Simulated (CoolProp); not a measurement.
Vapour pressure (MPa) of isopentane: the reference equation beside estimates from Tc = 187.2 °C, pc = 3.378 MPa, ω = 0.227. Clausius-Clapeyron is anchored at 63.85 °C with a constant enthalpy of vaporisation of 22.57 kJ/mol.

Model: reference Helmholtz-energy equation of state, Lemmon 2006, in CoolProp. It is a short technical equation, of lower accuracy than the large ones.

```json
[
 {"T (°C)": "55.75", "reference": "0.2426", "Lee-Kesler": "0.2431", "Clausius-Clapeyron": "0.2486", "van der Waals": "0.7510", "Redlich-Kwong": "0.3502"},
 {"T (°C)": "63.85", "reference": "0.3032", "Lee-Kesler": "0.3044", "Clausius-Clapeyron": "0.3032", "van der Waals": "0.8477", "Redlich-Kwong": "0.4263"},
 {"T (°C)": "71.95", "reference": "0.3746", "Lee-Kesler": "0.3766", "Clausius-Clapeyron": "0.3663", "van der Waals": "0.9520", "Redlich-Kwong": "0.5134"},
 {"T (°C)": "80.05", "reference": "0.4580", "Lee-Kesler": "0.4608", "Clausius-Clapeyron": "0.4388", "van der Waals": "1.064", "Redlich-Kwong": "0.6124"},
 {"T (°C)": "88.15", "reference": "0.5546", "Lee-Kesler": "0.5581", "Clausius-Clapeyron": "0.5213", "van der Waals": "1.185", "Redlich-Kwong": "0.7240"},
 {"T (°C)": "96.25", "reference": "0.6655", "Lee-Kesler": "0.6698", "Clausius-Clapeyron": "0.6147", "van der Waals": "1.313", "Redlich-Kwong": "0.8489"},
 {"T (°C)": "104.35", "reference": "0.7922", "Lee-Kesler": "0.7971", "Clausius-Clapeyron": "0.7196", "van der Waals": "1.451", "Redlich-Kwong": "0.9880"},
 {"T (°C)": "112.45", "reference": "0.9359", "Lee-Kesler": "0.9412", "Clausius-Clapeyron": "0.8370", "van der Waals": "1.596", "Redlich-Kwong": "1.142"},
 {"T (°C)": "120.55", "reference": "1.098", "Lee-Kesler": "1.104", "Clausius-Clapeyron": "0.9675", "van der Waals": "1.751", "Redlich-Kwong": "1.311"}
]
```

Absolute difference from the reference over all 9 rows, mean and median: Lee-Kesler 0.5 and 0.6 %, Clausius-Clapeyron 6.0 and 6.0 %, van der Waals 122.2 and 113.7 %, Redlich-Kwong 31.1 and 30.5 %.
